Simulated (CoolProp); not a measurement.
R134a at 298.15 K and 0.518 MPa flows at 6.5 m/s in a round tube of 10 mm bore and 15 µm roughness, fully developed (64/Re and Nu = 3.66 if laminar; Colebrook and Gnielinski if turbulent). Each further row changes one setting.

Computed with CoolProp (reference Helmholtz-energy equation of state, Tillner-Roth 1994).

| case | Reynolds number | Darcy friction factor | pressure drop (Pa/m) | heat-transfer coefficient (W/(m² K)) | mass flow (kg/h) |
|---|---|---|---|---|---|
| as stated | 134000 | 0.0233 | 1180 | [?] | [?] |
| velocity 13 m/s | 267000 | 0.0225 | 4590 | 920 | [?] |
| diameter 20 mm | 267000 | [?] | 499 | 398 | 177 |

Problem. Some entries are withheld; supply them.

Solution. 
- as stated, heat-transfer coefficient (W/(m² K)): 474
- as stated, mass flow (kg/h): 44.3
- velocity 13 m/s, mass flow (kg/h): 88.5
- diameter 20 mm, Darcy friction factor: 0.0196

Viscosity comes from a separate model (Huber 2003), an estimate that may be off by 10 % or more. Thermal conductivity comes from a separate model (McLinden 2000), an estimate that may be off by 10 % or more.
